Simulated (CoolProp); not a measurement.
Properties of cis-2-butene along the isotherm 319.9 K (Tc = 435.8 K, pc = 4.236 MPa, ω = 0.202).

Model: reference Helmholtz-energy equation of state, Lemmon 2005, in CoolProp. It is a short technical equation, of lower accuracy than the large ones.

```
p (MPa)   phase  cp (kJ/(kg K))  cv (kJ/(kg K))  Joule-Thomson coefficient (K/MPa)  isothermal compressibility (1/MPa)  fugacity coefficient
-------  ------  --------------  --------------  ---------------------------------  ----------------------------------  --------------------
0.163       gas           1.583           1.403                              25.97                               6.393                0.9626
0.326       gas           1.661           1.438                              27.44                               3.363                0.9252
0.489    liquid           2.353           1.579                            -0.2106                            0.003439                0.7590
0.652    liquid           2.352           1.579                            -0.2127                            0.003418                0.5726
0.815    liquid           2.350           1.579                            -0.2147                            0.003397                0.4607
0.978    liquid           2.348           1.579                            -0.2167                            0.003376                0.3862
1.14     liquid           2.346           1.579                            -0.2187                            0.003356                0.3332
1.3      liquid           2.345           1.579                            -0.2206                            0.003336                0.2939
1.47     liquid           2.343           1.579                            -0.2226                            0.003315                0.2615
1.63     liquid           2.341           1.579                            -0.2245                            0.003296                0.2372
1.79     liquid           2.340           1.579                            -0.2263                            0.003277                0.2172
1.96     liquid           2.338           1.579                            -0.2283                            0.003257                0.1996
2.12     liquid           2.337           1.579                            -0.2301                            0.003239                0.1856
```
